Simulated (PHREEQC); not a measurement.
Solution (25 °C): 0.27 mol/kgw CsBr. Closed to the air; pH follows from the charge balance.

Computed with PHREEQC (ion-association model, wateq4f.dat).

No solid was allowed to form.

### Question
What activity of water does the model give?

### Answer
activity of water 0.991.
